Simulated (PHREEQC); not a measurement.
1 kg of water holding 0.049 mol NaCl, 0.11 mol MgCl2, 0.021 mol CaCl2, 0.1 mol KCl and 0.0036 mol SrCl2 is evaporated at 25 °C; the solids stay in contact with the brine. CO2 from the air is kept out. The run lets Bischofite, Brucite, Carnallite, Halite, Portlandite, Sylvite, MgCl2_4H2O precipitate or redissolve, and no other solid.

The series has 21 steps of water left (kg), from 1 to 0.01099.

Computed with PHREEQC (Pitzer model, pitzer.dat).

Task: Which solids form, in which order, and at which step of the series does each first stand?

Result: Sylvite from water left = 0.05275 kg; Halite from water left = 0.03564 kg; Carnallite from water left = 0.02807 kg.
